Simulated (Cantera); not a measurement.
Feed: 1 mol CCl4, 0.12 mol CH4, 1.5 mol H2, held at 1125 °C and 48.0 Pa.

These are equilibrium values from Cantera (NASA tables, ideal gas, pure condensed phases), not measurements of a reactor. Candidate condensed phases: C, C6H6, C7H8, C8H18; 91 gas species. Kinetics and transport are ignored.

Base state: HCl 0.877, Cl 0.115, Cl2 0.00807 (mole fractions); condensed: C(graphite).

Question: What changes in the equilibrium state with this change: CH4 from 0.12 to 0.44 mol?

Answer: 
```tsv
species	before	after
HCl	0.877	0.912
H2	1.85e-6	0.0870
Cl	0.115	0.000552
Cl2	0.00807	1.86e-7
H	2.94e-7	6.38e-5
C(graphite), mol	1.12	1.44
```

Question: What changes in the equilibrium state with this change: temperature from 1125 °C to 1000 °C?

Answer: 
```tsv
species	before	after
HCl	0.877	0.895
Cl	0.115	0.0756
Cl2	0.00807	0.0291
C(graphite), mol	1.12	1.12
```

Question: What changes in the equilibrium state with this change: temperature from 1125 °C to 1077 °C?

Answer: 
| species | before | after |
|---|---|---|
| HCl | 0.877 | 0.882 |
| Cl | 0.115 | 0.104 |
| Cl2 | 0.00807 | 0.0142 |
| C(graphite), mol | 1.12 | 1.12 |
